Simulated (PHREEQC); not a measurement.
Consider water at 20 °C with 3.4 mol/kgw CaCl2, 1 mol/kgw MnCl2 and 2.1 mol/kgw NaCl. Closed to the air; pH follows from the charge balance.

Computed with PHREEQC (Pitzer model, pitzer.dat).

Precipitation was switched off in this run.

Predict the pH, activity of water, osmotic coefficient.

pH 4.93; activity of water 0.490; osmotic coefficient 2.278.

Examples of supersaturated solids here: Halite. Others may be too. Complexes and solids missing from the database can't appear. In brines, pH and single-ion activities rest on the MacInnes convention.
